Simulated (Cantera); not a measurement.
## Adiabatic ignition

An adiabatic, constant-pressure homogeneous reactor starts with 14.6 % CH4, 17.9 % O2, 67.5 % N2, equivalence ratio 1.6, at 1100 K and 300000 Pa.

Cantera simulation using GRI-Mech 3.0 (53 species, 325 reactions); the numbers are that mechanism's predictions, not measurements.

| t (s) | T (K) | x CH4 | x O2 | x H | x CH2CO | x NO |
|---|---|---|---|---|---|---|
| 2.00e-6 | 1100 | 0.146 | 0.179 | <1e-12 | <1e-12 | <1e-12 |
| 5.02e-6 | 1100 | 0.146 | 0.179 | <1e-12 | <1e-12 | <1e-12 |
| 1.26e-5 | 1100 | 0.146 | 0.179 | <1e-12 | <1e-12 | <1e-12 |
| 3.17e-5 | 1100 | 0.146 | 0.179 | 1.05e-12 | <1e-12 | <1e-12 |
| 7.96e-5 | 1100 | 0.146 | 0.179 | 2.47e-12 | <1e-12 | <1e-12 |
| 0.000200 | 1100 | 0.146 | 0.179 | 7.44e-12 | <1e-12 | <1e-12 |
| 0.000502 | 1100 | 0.146 | 0.179 | 3.01e-11 | <1e-12 | <1e-12 |
| 0.00126 | 1100 | 0.146 | 0.179 | 1.33e-10 | <1e-12 | <1e-12 |
| 0.00317 | 1100 | 0.146 | 0.179 | 2.48e-10 | 2.73e-12 | <1e-12 |
| 0.00796 | 1100 | 0.146 | 0.179 | 3.63e-10 | 5.42e-11 | <1e-12 |
| 0.0200 | 1101 | 0.146 | 0.179 | 8.12e-10 | 9.49e-10 | <1e-12 |
| 0.0502 | 1105 | 0.145 | 0.178 | 4.48e-9 | 4.73e-8 | <1e-12 |
| 0.126 | 2418 | 2.47e-11 | 1.40e-5 | 0.00316 | <1e-12 | 0.000142 |
| 0.317 | 2418 | 2.47e-11 | 1.40e-5 | 0.00316 | <1e-12 | 0.000142 |
| 0.796 | 2418 | 2.47e-11 | 1.40e-5 | 0.00316 | <1e-12 | 0.000142 |
| 2.00 | 2418 | 2.47e-11 | 1.40e-5 | 0.00316 | <1e-12 | 0.000142 |
x: mole fraction; the columns are a selection and need not sum to one.

- time of steepest temperature rise = 90.1 ms
- temperature at 2.00 s = 2418 K
- equilibrium temperature = 2418 K
- x(CH4) at 2.00 s = 2.47e-11 (gas-phase equilibrium 2.79e-11)
- x(O2) at 2.00 s = 1.40e-5 (gas-phase equilibrium 1.40e-5)
- x(H) at 2.00 s = 0.00316 (gas-phase equilibrium 0.00316)
